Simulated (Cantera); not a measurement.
Charge: 1 mol Si, 0.54 mol HCl, 6.7 mol H₂, equilibrated at 0.133 bar.

Method: chemical equilibrium by Gibbs-energy minimisation in Cantera with the NASA 1993 tables (ideal gas, pure condensed phases). Candidate condensed phases: Si; 19 gas species. Rates play no part.

Over these rows the condensed part is Si(s). Partial pressures as log10 of bar:

| T (K) | 1000/T (1/K) | log p SiHCl₃ | log p H₂ | log p HCl |
|---|---|---|---|---|
| 1073 | 0.9320 | -3.13 | -0.89 | -2.59 |
| 1148 | 0.8711 | ? | -0.89 | -2.41 |
| 1223 | 0.8177 | -3.45 | -0.90 | -2.28 |
| 1298 | 0.7704 | -3.73 | -0.90 | -2.20 |
| 1373 | 0.7283 | -4.09 | -0.90 | -2.16 |
| 1448 | 0.6906 | -4.47 | -0.90 | -2.15 |

Problem. Fit log p(SiHCl₃) = a + b·(1000/T) to the five rows, give the apparent enthalpy, and predict the row at 1148 K.

Solution. Means: 1000/T = 0.7878, log p = -3.774. Sxy = 0.188240, Sxx = 0.0349785, so b = 5.38 and a = -3.774 − (5.38)×0.7878 = -8.01.
Apparent enthalpy: −19.145 × (5.38) = -103 kJ/mol. With the condensed phases at unit activity, Si(s) + 3 HCl(g) = SiHCl₃(g) + H₂(g) links this pressure to the main gases: over the six rows their terms move log p by +1.33 in all, so the slope isn't that reaction's ΔH° alone. The five rows lie within 0.18 of the line; that is curvature, so one enthalpy describes this range poorly.
Prediction at 1148 K: -8.01 + (5.38)×0.8711 = -3.32. The computed value is -3.25, 0.07 from the line.
